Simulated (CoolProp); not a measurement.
Propylene along the isobar 6.61 MPa: Z from the reference equation and from simpler models built on Tc = 91.1 °C, pc = 4.555 MPa, ω = 0.146; each cubic takes its own stable root.

Computed with CoolProp (reference Helmholtz-energy equation of state, Lemmon 2013).

| T (°C) | phase | reference | van der Waals | Peng-Robinson |
|---|---|---|---|---|
| -16.85 | liquid | 0.2251 | 0.3461 | 0.2118 |
| -3.85 | liquid | 0.2206 | 0.3378 | 0.2081 |
| 9.25 | liquid | 0.2172 | 0.3312 | 0.2058 |
| 22.25 | liquid | 0.2151 | 0.3263 | [?] |
| 35.25 | liquid | [?] | 0.3233 | 0.2061 |
| 48.35 | liquid | 0.2149 | 0.3222 | [?] |
| 61.35 | liquid | 0.2178 | 0.3236 | 0.2156 |
| 74.35 | liquid | [?] | 0.3281 | 0.2267 |
| 87.45 | liquid | 0.2360 | 0.3373 | 0.2465 |
| 100.45 | supercritical | 0.2637 | 0.3543 | 0.2864 |
| 113.45 | supercritical | [?] | [?] | 0.3798 |
| 126.55 | supercritical | 0.4993 | 0.4518 | 0.4983 |
| 139.55 | supercritical | 0.5901 | [?] | 0.5806 |
| 152.55 | supercritical | 0.6530 | 0.6038 | 0.6404 |
| 165.65 | supercritical | 0.7009 | 0.6543 | 0.6872 |
| 178.65 | supercritical | 0.7387 | 0.6935 | [?] |

### Question
Fill in the missing entries.

### Answer

- 22.25, Peng-Robinson: 0.2051
- 35.25, reference: 0.2142
- 48.35, Peng-Robinson: 0.2093
- 74.35, reference: 0.2238
- 113.45, reference: 0.3564
- 113.45, van der Waals: 0.3868
- 139.55, van der Waals: 0.5366
- 178.65, Peng-Robinson: 0.7250
